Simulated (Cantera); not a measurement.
A Cantera script and its output.

```python
import numpy as np
import cantera as ct

gas = ct.Solution("gri30.yaml")
gas.TPX = 1373, 17, {'C3H8': 0.22, 'H2': 1.5}
reactor = ct.IdealGasConstPressureReactor(gas, energy="off", clone=False)
net = ct.ReactorNet([reactor])
net.rtol, net.atol = 1e-08, 1e-18
show = ['C3H8', 'H2', 'C2H6', 'H', 'CH4', 'C2H', 'C2H2']
times = np.geomspace(0.0004, 70, 13)

steps = ct.SolutionArray(gas, extra=["t"])
rows = []
print(f"{'t/s':>10s}{'T/K':>9s}{'P/Pa':>11s}" + "".join(f"{s:>11s}" for s in show))
for t in times:
    while net.time < t:
        t_next = net.step()
        steps.append(gas.state, t=t_next)
    rows.append([np.interp(t, steps.t, y) for y in (steps.T, steps.P, *steps(*show).X.T)])
    print(f"{t:10.3e}{rows[-1][0]:9.1f}{rows[-1][1]:11.4g}" + "".join(f"{x:11.3e}" for x in rows[-1][2:]))
rate = np.gradient(steps.T, steps.t)
print("integrator steps:", len(steps.t))
if steps.T.max() > steps.T[0] + 200:
    print(f"time of steepest temperature rise: {steps.t[rate.argmax()]:.4e} s")
gas.TPX = 1373, 17, {'C3H8': 0.22, 'H2': 1.5}
gas.equilibrate("TP")
print(f"equilibrium (TP): T = {gas.T:.1f} K  " + "  ".join(f"{s} {gas[s].X[0]:.3e}" for s in show))
```

Output:

```
       t/s      T/K       P/Pa       C3H8         H2       C2H6          H        CH4        C2H       C2H2
 4.000e-04   1373.0         17  1.278e-01  8.720e-01  7.587e-07  5.459e-06  2.325e-06  8.622e-21  2.691e-12
 1.094e-03   1373.0         17  1.275e-01  8.718e-01  5.397e-06  2.710e-05  1.739e-05  1.759e-18  8.581e-11
 2.992e-03   1373.0         17  1.266e-01  8.711e-01  3.510e-05  9.139e-05  1.392e-04  4.937e-16  6.385e-09
 8.181e-03   1373.0         17  1.230e-01  8.681e-01  1.791e-04  2.303e-04  1.258e-03  1.167e-13  5.675e-07
 2.237e-02   1373.0         17  1.069e-01  8.546e-01  5.724e-04  6.021e-04  1.094e-02  1.859e-11  3.347e-05
 6.119e-02   1373.0         17  4.342e-02  8.019e-01  9.823e-04  1.961e-03  6.402e-02  3.269e-09  1.686e-03
 1.673e-01   1373.0         17  5.257e-04  7.703e-01  2.218e-04  1.864e-03  1.160e-01  4.103e-08  2.131e-02
 4.576e-01   1373.0         17  4.177e-06  7.745e-01  5.419e-05  5.301e-04  1.190e-01  1.983e-08  3.641e-02
 1.251e+00   1373.0         17  2.158e-08  7.772e-01  1.961e-05  1.897e-04  1.185e-01  8.995e-09  4.633e-02
 3.422e+00   1373.0         17  4.244e-10  7.794e-01  6.614e-06  7.664e-05  1.176e-01  4.299e-09  5.495e-02
 9.360e+00   1373.0         17  5.537e-11  7.815e-01  1.869e-06  3.437e-05  1.165e-01  2.225e-09  6.359e-02
 2.560e+01   1373.0         17  1.487e-11  7.839e-01  6.370e-07  1.958e-05  1.153e-01  1.460e-09  7.347e-02
 7.000e+01   1373.0         17  1.023e-11  7.870e-01  5.850e-07  2.022e-05  1.136e-01  1.766e-09  8.643e-02
integrator steps: 1065
equilibrium (TP): T = 1373.0 K  C3H8 1.018e-16  H2 8.610e-01  C2H6 8.345e-11  H 2.386e-04  CH4 1.914e-04  C2H 3.054e-08  C2H2 1.385e-01
```

Cantera simulation using GRI-Mech 3.0 (53 species, 325 reactions); the numbers are that mechanism's predictions, not measurements. GRI-Mech 3.0 was tuned for natural gas; its chemistry of propane as a main component is partial and can be far from experiment. GRI-Mech 3.0 stops at C3 and has no aromatics, soot or wall deposition, so with more carbon than oxygen in the feed, carbon stays in small species such as C2H2 where larger ones or solid carbon would form. Radical loss at walls, strong at low pressure, is not modelled.
